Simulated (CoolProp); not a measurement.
Vapour-liquid equilibrium of ethylbenzene (1) + p-xylene (2) at 430.3 K; x and y are mole fractions of (1).

Values from CoolProp's multi-fluid Helmholtz-energy mixture model, Zhou 2012 and Zhou 2012; pair parameters Bell 2016.

```json
[
 {"x": "0.05", "bubble pressure, mixture model (MPa)": "0.1641", "bubble pressure, Raoult's law (MPa)": "0.1639", "y, mixture model": "0.054", "y, Raoult's law": "0.053"},
 {"x": "0.125", "bubble pressure, mixture model (MPa)": "0.1650", "bubble pressure, Raoult's law (MPa)": "0.1645", "y, mixture model": "0.132", "y, Raoult's law": "0.131"},
 {"x": "0.2", "bubble pressure, mixture model (MPa)": "0.1659", "bubble pressure, Raoult's law (MPa)": "0.1652", "y, mixture model": "0.210", "y, Raoult's law": "0.209"},
 {"x": "0.275", "bubble pressure, mixture model (MPa)": "0.1667", "bubble pressure, Raoult's law (MPa)": "0.1659", "y, mixture model": "0.286", "y, Raoult's law": "0.286"},
 {"x": "0.35", "bubble pressure, mixture model (MPa)": "0.1674", "bubble pressure, Raoult's law (MPa)": "0.1666", "y, mixture model": "0.362", "y, Raoult's law": "0.362"},
 {"x": "0.425", "bubble pressure, mixture model (MPa)": "0.1681", "bubble pressure, Raoult's law (MPa)": "0.1672", "y, mixture model": "0.437", "y, Raoult's law": "0.438"},
 {"x": "0.5", "bubble pressure, mixture model (MPa)": "0.1687", "bubble pressure, Raoult's law (MPa)": "0.1679", "y, mixture model": "0.511", "y, Raoult's law": "0.513"},
 {"x": "0.575", "bubble pressure, mixture model (MPa)": "0.1693", "bubble pressure, Raoult's law (MPa)": "0.1686", "y, mixture model": "0.585", "y, Raoult's law": "0.588"},
 {"x": "0.65", "bubble pressure, mixture model (MPa)": "0.1698", "bubble pressure, Raoult's law (MPa)": "0.1693", "y, mixture model": "0.659", "y, Raoult's law": "0.662"},
 {"x": "0.725", "bubble pressure, mixture model (MPa)": "0.1704", "bubble pressure, Raoult's law (MPa)": "0.1699", "y, mixture model": "0.733", "y, Raoult's law": "0.736"},
 {"x": "0.8", "bubble pressure, mixture model (MPa)": "0.1709", "bubble pressure, Raoult's law (MPa)": "0.1706", "y, mixture model": "0.806", "y, Raoult's law": "0.808"},
 {"x": "0.875", "bubble pressure, mixture model (MPa)": "0.1715", "bubble pressure, Raoult's law (MPa)": "0.1713", "y, mixture model": "0.879", "y, Raoult's law": "0.881"},
 {"x": "0.95", "bubble pressure, mixture model (MPa)": "0.1720", "bubble pressure, Raoult's law (MPa)": "0.1720", "y, mixture model": "0.952", "y, Raoult's law": "0.952"}
]
```

The largest gap from Raoult's law is +0.5 % in bubble pressure, at x = 0.35. No azeotrope shows between x = 0.05 and 0.95.

The pair parameters rest on a limited set of measurements; away from them the model extrapolates.
